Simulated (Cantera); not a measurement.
What does this Cantera script print?

```python
import numpy as np
import cantera as ct

gas = ct.Solution("gri30.yaml")
gas.TPX = 1350, 31000, {'CO': 0.0029, 'O2': 0.046, 'H2O': 0.012, 'N2': 1}
reactor = ct.IdealGasConstPressureReactor(gas, energy="off", clone=False)
net = ct.ReactorNet([reactor])
net.rtol, net.atol = 1e-08, 1e-18
show = ['CO', 'O2', 'H2O', 'OH', 'HO2', 'N2O', 'NO2']
times = np.geomspace(1e-05, 10, 15)

steps = ct.SolutionArray(gas, extra=["t"])
rows = []
print(f"{'t/s':>10s}{'T/K':>9s}{'P/Pa':>11s}" + "".join(f"{s:>11s}" for s in show))
for t in times:
    while net.time < t:
        t_next = net.step()
        steps.append(gas.state, t=t_next)
    rows.append([np.interp(t, steps.t, y) for y in (steps.T, steps.P, *steps(*show).X.T)])
    print(f"{t:10.3e}{rows[-1][0]:9.1f}{rows[-1][1]:11.4g}" + "".join(f"{x:11.3e}" for x in rows[-1][2:]))
rate = np.gradient(steps.T, steps.t)
print("integrator steps:", len(steps.t))
if steps.T.max() > steps.T[0] + 200:
    print(f"time of steepest temperature rise: {steps.t[rate.argmax()]:.4e} s")
gas.TPX = 1350, 31000, {'CO': 0.0029, 'O2': 0.046, 'H2O': 0.012, 'N2': 1}
gas.equilibrate("TP")
print(f"equilibrium (TP): T = {gas.T:.1f} K  " + "  ".join(f"{s} {gas[s].X[0]:.3e}" for s in show))
```

Result:

```
       t/s      T/K       P/Pa         CO         O2        H2O         OH        HO2        N2O        NO2
 1.000e-05   1350.0    3.1e+04  2.734e-03  4.336e-02  1.131e-02  1.964e-11  1.772e-11  1.230e-15  2.274e-27
 2.683e-05   1350.0    3.1e+04  2.734e-03  4.336e-02  1.131e-02  6.125e-11  4.740e-11  3.589e-15  5.407e-26
 7.197e-05   1350.0    3.1e+04  2.734e-03  4.336e-02  1.131e-02  2.256e-10  1.264e-10  1.165e-14  1.307e-24
 1.931e-04   1350.0    3.1e+04  2.734e-03  4.336e-02  1.131e-02  1.032e-09  3.352e-10  4.523e-14  3.280e-23
 5.179e-04   1350.0    3.1e+04  2.734e-03  4.336e-02  1.131e-02  5.824e-09  9.024e-10  2.219e-13  9.604e-22
 1.389e-03   1350.0    3.1e+04  2.733e-03  4.336e-02  1.131e-02  5.277e-08  3.166e-09  1.823e-12  5.107e-20
 3.728e-03   1350.0    3.1e+04  2.728e-03  4.335e-02  1.131e-02  3.825e-06  1.078e-07  1.281e-10  1.270e-16
 1.000e-02   1350.0    3.1e+04  1.096e-03  4.229e-02  1.104e-02  2.995e-04  1.760e-06  1.019e-07  1.414e-11
 2.683e-02   1350.0    3.1e+04  6.013e-05  4.201e-02  1.125e-02  1.249e-04  6.045e-07  2.564e-07  1.623e-10
 7.197e-02   1350.0    3.1e+04  4.758e-06  4.204e-02  1.130e-02  4.397e-05  1.037e-07  2.944e-07  3.122e-10
 1.931e-01   1350.0    3.1e+04  4.194e-07  4.204e-02  1.132e-02  1.930e-05  2.161e-08  2.756e-07  2.781e-10
 5.179e-01   1350.0    3.1e+04  5.011e-08  4.205e-02  1.132e-02  1.016e-05  7.264e-09  1.972e-07  2.162e-10
 1.389e+00   1350.0    3.1e+04  1.479e-08  4.205e-02  1.132e-02  6.553e-06  4.744e-09  7.719e-08  2.161e-10
 3.728e+00   1350.0    3.1e+04  9.897e-09  4.205e-02  1.132e-02  5.599e-06  4.454e-09  1.450e-08  2.326e-10
 1.000e+01   1350.0    3.1e+04  9.678e-09  4.205e-02  1.132e-02  5.549e-06  4.444e-09  1.051e-08  2.352e-10
integrator steps: 1320
equilibrium (TP): T = 1350.0 K  CO 9.693e-09  O2 4.191e-02  H2O 1.132e-02  OH 5.545e-06  HO2 4.433e-09  N2O 1.051e-08  NO2 5.881e-07
```

Computed with Cantera and GRI-Mech 3.0 (53 species, 325 reactions).
